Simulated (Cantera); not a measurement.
An adiabatic, constant-volume homogeneous reactor starts with C3H8 : O2 : N2 = 1 : 5.05 : 19 (molar parts), equivalence ratio 0.99, at 1798 K and 150 Torr.

Cantera simulation using GRI-Mech 3.0 (53 species, 325 reactions); the numbers are that mechanism's predictions, not measurements. GRI-Mech 3.0 was tuned for natural gas; its chemistry of propane as a main component is partial and can be far from experiment.

x: mole fraction; the columns are a selection and need not sum to one.

```
t (s)     T (K)  P (bar)  x C3H8    x O2     x HO2     x H2     x H2O  x CH2CO
--------  -----  -------  ------  ------  --------  -------  --------  -------
1.00e-6    1790    0.199  0.0391   0.201   2.60e-5  4.52e-5   3.01e-6  1.36e-9
5.41e-6    1758    0.197  0.0345   0.199  0.000290  0.00119  0.000441  6.02e-6
2.93e-5    1825    0.214     [?]     [?]       [?]      [?]       [?]      [?]
0.000159   2771    0.350  <1e-12  0.0351   4.64e-6   0.0231    0.0884   <1e-12
0.000860   2833    0.357  <1e-12  0.0329   5.53e-6   0.0226    0.0914   <1e-12
0.00465    2839    0.357  <1e-12  0.0300   5.37e-6   0.0228    0.0925   <1e-12
0.0252     2839    0.357  <1e-12  0.0298   5.35e-6   0.0228    0.0925   <1e-12
0.136      2839    0.357  <1e-12  0.0298   5.35e-6   0.0228    0.0925   <1e-12
0.739      2839    0.357  <1e-12  0.0298   5.35e-6   0.0228    0.0925   <1e-12
4.00       2839    0.357  <1e-12  0.0298   5.35e-6   0.0228    0.0925   <1e-12
```

Some entries are withheld; supply them.


- 2.93e-5, x C3H8: 0.00718
- 2.93e-5, x O2: 0.170
- 2.93e-5, x HO2: 0.000896
- 2.93e-5, x H2: 0.0183
- 2.93e-5, x H2O: 0.0175
- 2.93e-5, x CH2CO: 0.00194
